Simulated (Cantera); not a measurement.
# n-butane + H2 (carbon deposition, reforming and gasification)

Input: 1 mol n-butane, 1.4 mol H2, equilibrated at 0.330 bar.

These are equilibrium values from Cantera (NASA tables, ideal gas, pure condensed phases), not measurements of a reactor. Candidate condensed phases: C, C6H6, C7H8, C8H18; 76 gas species. The numbers say what is thermodynamically allowed, not how fast it happens.

```json
[
 {"T (K)": "2748", "x H2": "0.865", "x H": "0.110", "x C2H2 (acetylene)": "0.0242", "x C2H": "0.000355", "n C(graphite)": "3.66"},
 {"T (K)": "2798", "x H2": "0.841", "x H": "0.130", "x C2H2 (acetylene)": "0.0279", "x C2H": "0.000541", "n C(graphite)": "3.60"},
 {"T (K)": "2848", "x H2": "0.815", "x H": "0.152", "x C2H2 (acetylene)": "0.0318", "x C2H": "0.000809", "n C(graphite)": "3.53"},
 {"T (K)": "2898", "x H2": "0.785", "x H": "0.176", "x C2H2 (acetylene)": "0.0359", "x C2H": "0.00119", "n C(graphite)": "3.45"},
 {"T (K)": "2948", "x H2": "0.753", "x H": "0.203", "x C2H2 (acetylene)": "0.0402", "x C2H": "0.00172", "n C(graphite)": "3.36"},
 {"T (K)": "2998", "x H2": "0.719", "x H": "0.232", "x C2H2 (acetylene)": "0.0445", "x C2H": "0.00245", "n C(graphite)": "3.26"},
 {"T (K)": "3048", "x H2": "0.682", "x H": "0.262", "x C2H2 (acetylene)": "0.0486", "x C2H": "0.00344", "n C(graphite)": "3.14"}
]
```
x: gas mole fraction; n: condensed amount in mol.

From 2748 K to 3048 K the condensed part is C(graphite). The main C-bearing gas is C2H2 (acetylene) throughout. The share of C in condensed phases is highest at 2748 K (91.4 %) and lowest at 3048 K (78.5 %).
